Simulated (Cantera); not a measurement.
What does this Cantera script print?

```python
import numpy as np
import cantera as ct

gas_names = [...]  # 127 gases of nasa_gas.yaml made of C, Fe, H, O, S
cond_names = """
    C(gr) C6H6(L) C7H8(L) C8H18(L),n-octa Fe(a) Fe(c) Fe(d) Fe(L) FeC5O5(L) FeO(s) FeO(L) Fe(OH)2(s)
    Fe(OH)3(s) FeS(a) FeS(b) FeS(c) FeS(L) FeSO4(s) FeS2(s) Fe2O3(s) Fe2S3O12(s) Fe3O4(s) H2O(s) H2O(L)
    H2SO4(L) S(cr1) S(cr2) S(L)
""".split()


# ... load() reads the species with a 1 bar reference pressure and builds the phases ...
atoms = {
    'Fe2O3': {'Fe': 2, 'O': 3},
    'H2S': {'H': 2, 'S': 1},
    'CO2': {'C': 1, 'O': 2},
    'O2': {'O': 2},
}
top_T = {'C(gr)': 4500, 'FeSO4(s)': 950, 'FeS2(s)': 1010, 'Fe2O3(s)': 1830, 'Fe2S3O12(s)': 1100, 'Fe3O4(s)': 1870}  # K; cautious upper limits of use, not melting points


# ... equilibrate(T, P, feed) seeds the gas with the atoms and calls Mixture.equilibrate('TP', solver="vcs", rtol=1e-11, max_steps=5000) ...
results = []
feed = {'Fe2O3': 1, 'H2S': 1, 'CO2': 0.1, 'O2': 0.11}  # mol
T = 1298  # K
for P in [1000, 3500, 13000, 45000, 160000, 560000, 2000000]:
    mix = equilibrate(T, P, feed)
    results.append((T, P, feed, dict(zip(mix.species_names, mix.species_moles))))
    x = sorted(zip(gas.X, gas.species_names), reverse=True)
    print(f"T = {T:g} K  P = {P:g} Pa  gas = {mix.phase_moles(0):.4g} mol")
    print("   x: " + "  ".join(f"{s} {v:.3e}" for v, s in x if v > 0.001))
    print("   condensed (mol): " + ("  ".join(f"{mix.phase(i).name} {mix.phase_moles(i):.4g}"
          for i in range(1, mix.n_phases) if mix.phase_moles(i) > 1e-12) or "none"))
```

Result:

```
T = 1298 K  P = 1000 Pa  gas = 1.573 mol
   x: H2O 5.829e-01  SO2 2.211e-01  S2 7.662e-02  CO2 5.665e-02  H2 4.029e-02  H2S 1.255e-02  CO 6.871e-03  SO 1.479e-03  S2O 1.135e-03
   condensed (mol): FeO(s) 1.615  FeS(c) 0.3851
T = 1298 K  P = 3500 Pa  gas = 1.551 mol
   x: H2O 6.047e-01  SO2 2.357e-01  CO2 5.974e-02  S2 5.267e-02  H2 2.695e-02  H2S 1.302e-02  CO 4.671e-03  S2O 1.210e-03  SO 1.017e-03
   condensed (mol): FeO(s) 1.555  FeS(c) 0.4451
T = 1298 K  P = 13000 Pa  gas = 1.438 mol
   x: H2O 6.610e-01  SO2 2.027e-01  CO2 6.595e-02  S2 3.076e-02  H2 2.000e-02  H2S 1.423e-02  CO 3.501e-03  S2O 1.041e-03
   condensed (mol): FeO(s) 0.5517  FeS(c) 0.5953  Fe3O4(s) 0.2843
T = 1298 K  P = 45000 Pa  gas = 1.377 mol
   x: H2O 6.944e-01  SO2 1.781e-01  CO2 6.987e-02  S2 2.163e-02  H2S 1.671e-02  H2 1.505e-02  CO 2.657e-03  S2O 1.022e-03
   condensed (mol): FeS(c) 0.6686  Fe3O4(s) 0.4438
T = 1298 K  P = 160000 Pa  gas = 1.373 mol
   x: H2O 6.989e-01  SO2 1.804e-01  CO2 7.089e-02  H2S 1.911e-02  S2 1.696e-02  H2 1.031e-02  CO 1.836e-03  S2O 1.177e-03
   condensed (mol): FeS(c) 0.6757  Fe3O4(s) 0.4414
T = 1298 K  P = 560000 Pa  gas = 1.37 mol
   x: H2O 7.011e-01  SO2 1.822e-01  CO2 7.160e-02  H2S 2.175e-02  S2 1.331e-02  H2 7.083e-03  S2O 1.349e-03  CO 1.269e-03
   condensed (mol): FeS(c) 0.6799  Fe3O4(s) 0.44
T = 1298 K  P = 2e+06 Pa  gas = 1.368 mol
   x: H2O 7.016e-01  SO2 1.836e-01  CO2 7.210e-02  H2S 2.474e-02  S2 1.038e-02  H2 4.827e-03  S2O 1.545e-03
   condensed (mol): FeS(c) 0.682  Fe3O4(s) 0.4393
```

These are equilibrium values from Cantera (NASA tables, ideal gas, pure condensed phases), not measurements of a reactor. Metal and sulfide melt together well below either melting point, which pure phases cannot show. Mutual solubility and eutectic melting of coexisting phases are not modelled. The tables' stoichiometric FeO is somewhat more stable than real wüstite, so its field is too wide. FeO, FeS: taken at fixed stoichiometry. Gases not in the tables: S3 to S7.
